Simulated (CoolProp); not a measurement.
A closed Brayton cycle with dry air: compressor inlet 308.15 K and 0.51 MPa, high pressure 1.1 MPa, turbine inlet 900 K, compressor efficiency 0.85, turbine efficiency 0.93, recuperator effectiveness 0.8 (on enthalpy, no pinch check). Each further row changes one setting.

Model: reference Helmholtz-energy equation of state, Lemmon 2000, in CoolProp. It is a pseudo-pure fit of the blend.

```
case                           thermal efficiency (%)  net work (kJ/kg)  compressor to turbine work  compressor exit (K)  turbine exit (K)
-----------------------------  ----------------------  ----------------  --------------------------  -------------------  ----------------
as stated                                        32.4              78.4                        0.53                397.0             748.3
turbine inlet 850 K                              30.9              69.0                        0.56                397.0             705.4
compressor inlet 318.15 K                        31.5              75.5                        0.55                409.8             748.3
high pressure 0.935 MPa                          30.1              66.3                        0.51                376.6             778.2
recuperator effectiveness 0.5                    22.2              78.4                        0.53                397.0             748.3
```
